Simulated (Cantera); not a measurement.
**Ignition delay**

Mixture: 35.1 % H₂, 17.5 % O₂, 47.4 % N₂, equivalence ratio 1.0, at 1000000 Pa, adiabatic and at constant volume. Ignition delay is the time to a rise of 400 K.

Model: GRI-Mech 3.0 (53 species, 325 reactions), integrated in Cantera. The hydrogen kinetics of GRI-Mech 3.0 are dated; newer H2 mechanisms differ, most at raised pressure. Where the delays flatten at high temperature, the 400 K rule measures the pace of heat release, not the induction time.

```
T0 (K)  delay (ms)
------  ----------
1223        0.0249
1323       0.00328
1423       0.00165
1523       0.00106
1623      0.000766
1723      0.000590
1823      0.000477
1923      0.000402
2023      0.000351
```
